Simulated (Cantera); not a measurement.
Cantera run:

```python
import numpy as np
import cantera as ct

gas_names = """
    CL CL2 H HCL H2 Si SiCL SiCL2 SiCL3 SiCL4 SiH SiHCL3 SiH2 SiH2CL2 SiH3 SiH3CL SiH4 Si2 Si3
""".split()
cond_names = """
    Si(cr) Si(L)
""".split()


# ... load() reads the species with a 1 bar reference pressure and builds the phases ...
atoms = {
    'Si': {'Si': 1},
    'HCl': {'H': 1, 'CL': 1},
    'H2': {'H': 2},
}
top_T = {}  # K; cautious upper limits of use, not melting points


# ... equilibrate(T, P, feed) seeds the gas with the atoms and calls Mixture.equilibrate('TP', solver="gibbs", rtol=1e-10, max_steps=50000) ...
results = []
feed = {'Si': 1, 'HCl': 2.5, 'H2': 78}  # mol
T = 998  # K
for P in [1, 5.2, 27, 140, 720, 3700, 19000, 100000]:
    mix = equilibrate(T, P, feed)
    results.append((T, P, feed, dict(zip(mix.species_names, mix.species_moles))))

top = {s: max(r[3][s] / sum(r[3][g] for g in gas_names) for r in results) for s in gas_names}
cols = sorted((s for s in top if top[s] > 0.0001), key=lambda s: -top[s])[:5]
seen = [c for c in cond_names if any(r[3].get(c, 0) > 1e-12 for r in results)]
print("log10 of partial pressures in bar; condensed amounts in mol")
print(f"{'P/Pa':>10s}" + "".join(f"{s[:9]:>10s}" for s in cols + seen))
for T, P, feed, n in results:
    ng = sum(n[g] for g in gas_names)
    print(f"{P:10.4g}" + "".join(f"{np.log10(max(n[s] / ng * P / 1e5, 1e-99)):10.3f}" for s in cols)
          + "".join(f"{n.get(c, 0):10.4g}" for c in seen))
```

It prints:

```
log10 of partial pressures in bar; condensed amounts in mol
      P/Pa        H2       HCL    SiHCL3     SiCL4     SiCL2    Si(cr)
         1    -5.013    -6.552   -10.104    -9.485    -7.863    0.8829
       5.2    -4.297    -5.846    -8.701    -8.091    -7.166    0.8714
        27    -3.581    -5.163    -7.368    -6.792    -6.517    0.8347
       140    -2.865    -4.525    -6.171    -5.672    -5.957    0.7567
       720    -2.152    -3.935    -5.113    -4.737    -5.489    0.6528
      3700    -1.439    -3.376    -4.148    -3.925    -5.083    0.5469
   1.9e+04    -0.728    -2.837    -3.244    -3.194    -4.718    0.4498
     1e+05    -0.006    -2.307    -2.375    -2.518    -4.380    0.3597
```

Method: chemical equilibrium by Gibbs-energy minimisation in Cantera with the NASA 1993 tables (ideal gas, pure condensed phases). The tables' values for SiCl3 are old estimates; treat these amounts as uncertain.
